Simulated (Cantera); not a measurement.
## Ignition delay

Mixture: CH4 : H2 : O2 : N2 = 1 : 0.05 : 2.47 : 9.29 (molar parts), at 4.93 atm, adiabatic and at constant pressure. Ignition delay is the time to a rise of 400 K.

Computed with Cantera and GRI-Mech 3.0 (53 species, 325 reactions).

```csv
T0 (K),delay (ms)
1048,26.3
1098,14.8
1148,8.69
1198,5.11
1248,3.01
1298,1.78
1348,1.07
1398,0.645
```

| Property | Value |
|---|---|
| apparent activation energy between 1298 and 1398 K | 150 kJ/mol |
